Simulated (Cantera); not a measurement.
## Iron carbonyl, mercury and lead vapours: PbO + H₂ + N₂

Charge: 1 mol PbO, 2.4 mol H₂, a varied amount of N₂, at 1025 K and 1.00 bar.

Cantera equilibrium calculation (NASA polynomials, part measured and part estimated; ideal gas, pure solids and liquids). Candidate condensed phases: H₂O, Pb, PbO, PbO₂, Pb₃O₄; 27 gas species. The numbers say what is thermodynamically allowed, not how fast it happens.

```json
[
 {"n(N₂) (mol)": "6.2", "x N₂": "0.721", "x H₂": "0.163", "x H₂O": "0.116", "x Pb": "2.78e-5", "x NH₃": "2.76e-5", "x H": "1.76e-9", "n Pb(l)": "1.000"},
 {"n(N₂) (mol)": "11", "x N₂": "0.821", "x H₂": "0.104", "x H₂O": "0.0746", "x Pb": "2.78e-5", "x NH₃": "1.51e-5", "x H": "1.41e-9", "n Pb(l)": "1.000"},
 {"n(N₂) (mol)": "15", "x N₂": "0.862", "x H₂": "0.0804", "x H₂O": "0.0575", "x Pb": "2.78e-5", "x NH₃": "1.05e-5", "x H": "1.24e-9", "n Pb(l)": "1.000"},
 {"n(N₂) (mol)": "20", "x N₂": "0.893", "x H₂": "0.0625", "x H₂O": "0.0446", "x Pb": "2.78e-5", "x NH₃": "7.31e-6", "x H": "1.09e-9", "n Pb(l)": "0.999"},
 {"n(N₂) (mol)": "24", "x N₂": "0.909", "x H₂": "0.0530", "x H₂O": "0.0379", "x Pb": "2.78e-5", "x NH₃": "5.76e-6", "x H": "1.00e-9", "n Pb(l)": "0.999"},
 {"n(N₂) (mol)": "29", "x N₂": "0.924", "x H₂": "0.0446", "x H₂O": "0.0318", "x Pb": "2.78e-5", "x NH₃": "4.48e-6", "x H": "9.20e-10", "n Pb(l)": "0.999"},
 {"n(N₂) (mol)": "33", "x N₂": "0.932", "x H₂": "0.0395", "x H₂O": "0.0282", "x Pb": "2.78e-5", "x NH₃": "3.76e-6", "x H": "8.66e-10", "n Pb(l)": "0.999"},
 {"n(N₂) (mol)": "37", "x N₂": "0.939", "x H₂": "0.0355", "x H₂O": "0.0254", "x Pb": "2.78e-5", "x NH₃": "3.21e-6", "x H": "8.21e-10", "n Pb(l)": "0.999"},
 {"n(N₂) (mol)": "42", "x N₂": "0.946", "x H₂": "0.0315", "x H₂O": "0.0225", "x Pb": "2.78e-5", "x NH₃": "2.70e-6", "x H": "7.74e-10", "n Pb(l)": "0.999"},
 {"n(N₂) (mol)": "46", "x N₂": "0.950", "x H₂": "0.0289", "x H₂O": "0.0207", "x Pb": "2.78e-5", "x NH₃": "2.37e-6", "x H": "7.41e-10", "n Pb(l)": "0.999"}
]
```
x: gas mole fraction; n: condensed amount in mol.

From 6.2 mol N₂ to 46 mol N₂ the condensed part is Pb(l). The main Pb-bearing gas is Pb throughout.
